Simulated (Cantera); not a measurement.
An isothermal, constant-pressure homogeneous reactor starts with 27.8 % CH4, 72.2 % N2, at 1775 K and 0.0267 bar.

Model: GRI-Mech 3.0 (53 species, 325 reactions), integrated in Cantera. GRI-Mech 3.0 stops at C3 and has no aromatics, soot or wall deposition, so with more carbon than oxygen in the feed, carbon stays in small species such as C2H2 where larger ones or solid carbon would form. Radical loss at walls, strong at low pressure, is not modelled.

x: mole fraction; the columns are a selection and need not sum to one.

```json
[
 {"t (s)": "2.00e-6", "x CH4": "0.278", "x C2H2": "<1e-12", "x CH3": "8.60e-7", "x H2": "1.64e-7", "x CH2": "<1e-12", "x C2H4": "<1e-12", "x C2H6": "<1e-12"},
 {"t (s)": "1.11e-5", "x CH4": "0.278", "x C2H2": "<1e-12", "x CH3": "6.53e-6", "x H2": "2.67e-6", "x CH2": "1.14e-11", "x C2H4": "2.98e-12", "x C2H6": "2.67e-12"},
 {"t (s)": "6.13e-5", "x CH4": "0.278", "x C2H2": "1.75e-12", "x CH3": "4.14e-5", "x H2": "2.01e-5", "x CH2": "4.26e-10", "x C2H4": "2.26e-9", "x C2H6": "6.46e-10"},
 {"t (s)": "0.000340", "x CH4": "0.278", "x C2H2": "3.42e-9", "x CH3": "0.000235", "x H2": "0.000118", "x CH2": "1.13e-8", "x C2H4": "6.88e-7", "x C2H6": "1.01e-7"},
 {"t (s)": "0.00188", "x CH4": "0.276", "x C2H2": "4.16e-6", "x CH3": "0.00128", "x H2": "0.000918", "x CH2": "2.94e-7", "x C2H4": "0.000127", "x C2H6": "8.10e-6"},
 {"t (s)": "0.0104", "x CH4": "0.234", "x C2H2": "0.00503", "x CH3": "0.00513", "x H2": "0.0392", "x CH2": "4.19e-6", "x C2H4": "0.0106", "x C2H6": "0.000171"},
 {"t (s)": "0.0576", "x CH4": "0.0649", "x C2H2": "0.0810", "x CH3": "0.00209", "x H2": "0.247", "x CH2": "2.82e-6", "x C2H4": "0.00150", "x C2H6": "2.75e-5"},
 {"t (s)": "0.319", "x CH4": "0.00845", "x C2H2": "0.105", "x CH3": "0.000405", "x H2": "0.315", "x CH2": "9.90e-7", "x C2H4": "5.82e-5", "x C2H6": "8.33e-7"},
 {"t (s)": "1.77", "x CH4": "0.000799", "x C2H2": "0.108", "x CH3": "4.98e-5", "x H2": "0.324", "x CH2": "1.68e-7", "x C2H4": "2.63e-5", "x C2H6": "1.08e-8"},
 {"t (s)": "9.78", "x CH4": "(withheld)", "x C2H2": "0.109", "x CH3": "(withheld)", "x H2": "0.325", "x CH2": "(withheld)", "x C2H4": "2.61e-5", "x C2H6": "5.01e-10"},
 {"t (s)": "54.2", "x CH4": "0.000111", "x C2H2": "0.109", "x CH3": "7.04e-6", "x H2": "0.325", "x CH2": "2.43e-8", "x C2H4": "2.61e-5", "x C2H6": "3.26e-10"},
 {"t (s)": "300", "x CH4": "0.000111", "x C2H2": "0.108", "x CH3": "7.04e-6", "x H2": "0.325", "x CH2": "2.43e-8", "x C2H4": "2.60e-5", "x C2H6": "3.26e-10"}
]
```

Problem. Complete the blanks.

Solution. 
- 9.78, x CH4: 0.000151
- 9.78, x CH3: 9.52e-6
- 9.78, x CH2: 3.28e-8
